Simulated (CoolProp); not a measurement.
The fluid at 393.51 K and 11.4 MPa flows at 0.23 m/s in a round tube of 25 mm bore and 45 µm roughness, fully developed (64/Re and Nu = 3.66 if laminar; Colebrook and Gnielinski if turbulent). The same conditions are run with several fluids, on thermodynamics alone (safety and materials aside).

Model: reference Helmholtz-energy equation of state of each fluid (nitrogen: Span 2000; R125: Lemmon 2005; oxygen: Schmidt 1985; propane: Lemmon 2009; R143a: Lemmon and Jacobsen 2000), in CoolProp.

```json
[
 {"fluid": "nitrogen", "Reynolds number": "22900", "Darcy friction factor": "0.0288", "pressure drop (Pa/m)": "(withheld)", "heat-transfer coefficient (W/(m² K))": "98.1", "mass flow (kg/h)": "38.0"},
 {"fluid": "R125", "Reynolds number": "77000", "Darcy friction factor": "(withheld)", "pressure drop (Pa/m)": "20.7", "heat-transfer coefficient (W/(m² K))": "599", "mass flow (kg/h)": "318"},
 {"fluid": "oxygen", "Reynolds number": "(withheld)", "Darcy friction factor": "0.0288", "pressure drop (Pa/m)": "3.38", "heat-transfer coefficient (W/(m² K))": "103", "mass flow (kg/h)": "45.1"},
 {"fluid": "propane", "Reynolds number": "43600", "Darcy friction factor": "0.0264", "pressure drop (Pa/m)": "(withheld)", "heat-transfer coefficient (W/(m² K))": "607", "mass flow (kg/h)": "(withheld)"},
 {"fluid": "R143a", "Reynolds number": "64800", "Darcy friction factor": "0.0254", "pressure drop (Pa/m)": "16.8", "heat-transfer coefficient (W/(m² K))": "612", "mass flow (kg/h)": "253"}
]
```

Question: What belongs in the gaps?

Answer: 
- nitrogen, pressure drop (Pa/m): 2.85
- R125, Darcy friction factor: 0.0250
- oxygen, Reynolds number: 23000
- propane, pressure drop (Pa/m): 10.3
- propane, mass flow (kg/h): 149

Above 300 K oxygen's equation is extrapolated.

Transport values come from each fluid's own correlations; those of R143a are estimates that may be off by 10 % or more.
